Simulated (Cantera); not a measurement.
Input (Python, Cantera):

```python
import numpy as np
import cantera as ct

gas = ct.Solution("gri30.yaml")
gas.TPX = 1725, 100000, {'CH4': 1, 'O2': 1.43, 'N2': 5.37, 'H2O': 1.9}
reactor = ct.IdealGasConstPressureReactor(gas, energy="on", clone=False)
net = ct.ReactorNet([reactor])
net.rtol, net.atol = 1e-08, 1e-16
show = ['CH4', 'O2', 'H2O', 'OH', 'HCO', 'C2H4']
times = np.geomspace(7e-06, 2, 14)

steps = ct.SolutionArray(gas, extra=["t"])
rows = []
print(f"{'t/s':>10s}{'T/K':>9s}{'P/Pa':>11s}" + "".join(f"{s:>11s}" for s in show))
for t in times:
    while net.time < t:
        t_next = net.step()
        steps.append(gas.state, t=t_next)
    rows.append([np.interp(t, steps.t, y) for y in (steps.T, steps.P, *steps(*show).X.T)])
    print(f"{t:10.3e}{rows[-1][0]:9.1f}{rows[-1][1]:11.4g}" + "".join(f"{x:11.3e}" for x in rows[-1][2:]))
rate = np.gradient(steps.T, steps.t)
print("integrator steps:", len(steps.t))
if steps.T.max() > steps.T[0] + 200:
    print(f"time of steepest temperature rise: {steps.t[rate.argmax()]:.4e} s")
gas.TPX = 1725, 100000, {'CH4': 1, 'O2': 1.43, 'N2': 5.37, 'H2O': 1.9}
gas.equilibrate("HP")
print(f"equilibrium (HP): T = {gas.T:.1f} K  " + "  ".join(f"{s} {gas[s].X[0]:.3e}" for s in show))
```

Result:

```
       t/s      T/K       P/Pa        CH4         O2        H2O         OH        HCO       C2H4
 7.000e-06   1724.8      1e+05  1.030e-01  1.474e-01  1.959e-01  1.095e-06  1.371e-10  2.597e-08
 1.840e-05   1724.5      1e+05  1.029e-01  1.474e-01  1.959e-01  2.261e-06  1.740e-09  6.875e-07
 4.836e-05   1724.1      1e+05  1.023e-01  1.471e-01  1.961e-01  5.951e-06  2.985e-08  1.790e-05
 1.271e-04   1731.6      1e+05  9.710e-02  1.446e-01  1.987e-01  2.627e-05  7.903e-07  5.329e-04
 3.341e-04   2558.1      1e+05  3.104e-14  5.546e-03  2.864e-01  1.728e-02  1.082e-07  4.311e-22
 8.781e-04   2653.5      1e+05  7.541e-14  3.313e-03  2.968e-01  1.398e-02  7.732e-08  1.206e-21
 2.308e-03   2652.4      1e+05  7.905e-14  3.171e-03  2.967e-01  1.370e-02  7.677e-08  1.276e-21
 6.066e-03   2648.6      1e+05  8.234e-14  3.018e-03  2.964e-01  1.339e-02  7.656e-08  1.344e-21
 1.594e-02   2647.2      1e+05  8.361e-14  2.962e-03  2.963e-01  1.327e-02  7.648e-08  1.370e-21
 4.191e-02   2647.2      1e+05  8.364e-14  2.961e-03  2.963e-01  1.327e-02  7.647e-08  1.370e-21
 1.101e-01   2647.2      1e+05  8.364e-14  2.961e-03  2.963e-01  1.327e-02  7.647e-08  1.370e-21
 2.895e-01   2647.2      1e+05  8.364e-14  2.961e-03  2.963e-01  1.327e-02  7.647e-08  1.370e-21
 7.609e-01   2647.2      1e+05  8.364e-14  2.961e-03  2.963e-01  1.327e-02  7.647e-08  1.370e-21
 2.000e+00   2647.2      1e+05  8.364e-14  2.961e-03  2.963e-01  1.327e-02  7.647e-08  1.370e-21
integrator steps: 1738
time of steepest temperature rise: 2.3744e-04 s
equilibrium (HP): T = 2647.2 K  CH4 1.008e-13  O2 2.961e-03  H2O 2.963e-01  OH 1.327e-02  HCO 7.647e-08  C2H4 1.494e-21
```

Detailed kinetics in Cantera: GRI-Mech 3.0 (53 species, 325 reactions).
